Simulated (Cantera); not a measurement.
Feed: 1 mol SrCl₂, 8.6 mol H₂, at 1848.15 K and 100000 Pa.

These are equilibrium values from Cantera (NASA tables, ideal gas, pure condensed phases), not measurements of a reactor. Candidate condensed phases: Sr, SrCl₂; 8 gas species. Rates play no part.

Problem. What is the equilibrium state?

Solution. 
* **x(H₂)**: 0.967
* **x(SrCl₂)**: 0.0304
* **x(HCl)**: 0.00109
* **x(SrCl)**: 0.000856
* **x(H)**: 0.000522
* **x(Sr)**: 0.000118
* **n(SrCl₂(l))**: 0.722 mol
* **gas amount**: 8.886 mol
* **log10 activity of Sr(l) (absent)**: -4.34
